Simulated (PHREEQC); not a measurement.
Solution (35 °C): 0.0023 mol/kgw Ag2SO4 and 8.6e-05 mol/kgw HF. Closed to the air; pH follows from the charge balance.

Equilibrium calculation in PHREEQC: ion-association model, wateq4f.dat.

No solid was allowed to form.

### Question
What pH does the model give?

### Answer
pH 4.21.

### Question
In which forms is F present?

### Answer
F- 90 %, HF 9.1 %, AgF 0.7 % of the F.
